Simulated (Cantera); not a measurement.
Input: 1 mol C6H6, 1.7 mol O2, 14 mol H2, equilibrated at 10.0 Torr.

Method: chemical equilibrium by Gibbs-energy minimisation in Cantera with the NASA 1993 tables (ideal gas, pure condensed phases). Candidate condensed phases: C, C6H6, C7H8, C8H18, H2O; 110 gas species. The numbers say what is thermodynamically allowed, not how fast it happens.

x: gas mole fraction; n: condensed amount in mol.

```csv
T (°C),x H2,x CO,x H2O,x CO2,x CH4,n C(graphite)
575,0.830,0.146,0.0119,0.00647,0.00588,2.85
675,0.832,0.164,___,___,___,2.62
775,0.833,0.166,0.000345,8.18e-5,0.000540,2.60
875,0.833,0.167,___,___,___,2.60
975,0.833,0.167,2.85e-5,3.66e-6,0.000103,2.60
1075,0.833,0.167,1.08e-5,1.10e-6,5.40e-5,2.60
1175,0.833,0.167,4.69e-6,3.96e-7,3.09e-5,2.60
```

Question: Fill in the missing entries.

Answer: 
- 675, x H2O: 0.00176
- 675, x CO2: 0.000630
- 675, x CH4: 0.00158
- 875, x H2O: 8.90e-5
- 875, x CO2: 1.51e-5
- 875, x CH4: 0.000220
